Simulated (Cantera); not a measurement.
Feed: 1 mol FeS, 1.2 mol SO₂, 42 mol N₂, equilibrated at 1625 °C and 28.5 Torr.

Method: chemical equilibrium by Gibbs-energy minimisation in Cantera with the NASA 1993 tables (ideal gas, pure condensed phases). Candidate condensed phases: Fe, FeO, FeS, FeSO₄, FeS₂, Fe₂O₃, Fe₂(SO₄)₃, Fe₃O₄, S; 19 gas species. The tables' stoichiometric FeO is somewhat more stable than real wüstite, so its field is too wide. FeO: taken at fixed stoichiometry. Kinetics and transport are ignored.

Base state: N₂ 0.963, S₂ 0.0148, SO₂ 0.0136, SO 0.00608, Fe 0.00135, S 0.000982, S₂O 0.000102, FeO 2.04e-5 (mole fractions); condensed: FeO(l).

Problem. What changes in the equilibrium state with this change: temperature from 1625 °C to 700 °C?

Solution. 
```
species          before    after
-------------  --------  -------
N₂                0.963    0.972
SO₂              0.0136   0.0259
S₂               0.0148  0.00223
Fe              0.00135    <1e-9
S              0.000982    <1e-9
FeO             2.04e-5    <1e-9
SO              0.00608  3.49e-6
FeO(l), mol       0.940        0
FeS(s), mol           0    0.883
Fe₃O₄(s), mol         0   0.0391
```
FeS: taken at fixed stoichiometry. Gases not in the tables: S₃ to S₇.
